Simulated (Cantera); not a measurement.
Cantera run:

```python
import numpy as np
import cantera as ct

gas_names = """
    F F2 H HF H2 H2F2 H3F3 H4F4 H5F5 H6F6 H7F7 N NF NF2 NF3 NH NH2 NH3 N2 N2H2 N2H4 Si SiF SiF2 SiF3
    SiF4 SiH SiHF3 SiH2 SiH2F2 SiH3 SiH3F SiH4 SiN Si2 Si2N Si3
""".split()
cond_names = """
    Si(cr) Si(L) Si3N4(a)
""".split()


# ... load() reads the species with a 1 bar reference pressure and builds the phases ...
atoms = {
    'Si': {'Si': 1},
    'HF': {'H': 1, 'F': 1},
    'N2': {'N': 2},
}
top_T = {'Si3N4(a)': 2400}  # K; cautious upper limits of use, not melting points


# ... equilibrate(T, P, feed) seeds the gas with the atoms and calls Mixture.equilibrate('TP', solver="vcs", rtol=1e-11, max_steps=5000) ...
results = []
feed = {'Si': 1, 'HF': 1.6, 'N2': 1.4}  # mol
T = 1200  # K
P = 1333.22  # Pa
mix = equilibrate(T, P, feed)
results.append((T, P, feed, dict(zip(mix.species_names, mix.species_moles))))
x = sorted(zip(gas.X, gas.species_names), reverse=True)
print(f"T = {T:g} K  P = {P:g} Pa  gas = {mix.phase_moles(0):.4g} mol")
print("   x: " + "  ".join(f"{s} {v:.3e}" for v, s in x if v > 0.0001))
print("   condensed (mol): " + ("  ".join(f"{mix.phase(i).name} {mix.phase_moles(i):.4g}"
      for i in range(1, mix.n_phases) if mix.phase_moles(i) > 1e-12) or "none"))
```

Result:

```
T = 1200 K  P = 1333.22 Pa  gas = 2.201 mol
   x: N2 4.542e-01  H2 3.618e-01  SiF4 1.799e-01  HF 2.526e-03  SiHF3 8.468e-04  SiF3 7.886e-04
   condensed (mol): Si3N4(a) 0.2002
```

Equilibrium computed with Cantera from the NASA thermochemical tables; the gas is ideal and each condensed phase is pure. N2 is the only nitrogen source here; it is nearly inert below about 1500 K, so the nitride shown seldom forms there in practice. The tables' values for SiF3 are old estimates; treat these amounts as uncertain.
